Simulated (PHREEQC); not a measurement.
1 kg of water holding 14 mmol/kgw K2SO4, 140 mmol/kgw K2CO3 and 140 mmol/kgw KCl is evaporated at 25 °C; the solids stay in contact with the brine. CO2 is held at log p = -3.4 (atm). Solids allowed: Arcanite, Kalicinite, Misenite, Sylvite. Others were left out.

Equilibrium calculation in PHREEQC: Pitzer model, pitzer.dat.

**Question.** Predict ionic strength at water left (kg) = 0.1404, 0.09485.

**Answer.** 
```csv
water left (kg),ionic strength
0.1404,4.18
0.09485,6.01
```

Complexes and solids missing from the database can't appear.
